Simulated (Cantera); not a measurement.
A closed system holds: 1 mol PbO, 2.7 mol H₂, held at 0.250 bar.

Equilibrium computed with Cantera from the NASA thermochemical tables; the gas is ideal and each condensed phase is pure. Candidate condensed phases: H₂O, Pb, PbO, PbO₂, Pb₃O₄; 12 gas species. Kinetics and transport are ignored.

Question: Which condensed phases are stable at each of these points (T (K)): 475, 525, 575, 625, 675, 725, 775, 825, 875?

Answer: 
```tsv
T (K)	condensed phases	Pb condensed (%)
475	Pb(s)	100.0
525	Pb(s)	100.0
575	Pb(s)	100.0
625	Pb(l)	100.0
675	Pb(l)	100.0
725	Pb(l)	100.0
775	Pb(l)	100.0
825	Pb(l)	100.0
875	Pb(l)	100.0
```

From 475 K to 575 K the condensed part is Pb(s). From 625 K to 875 K the condensed part is Pb(l).
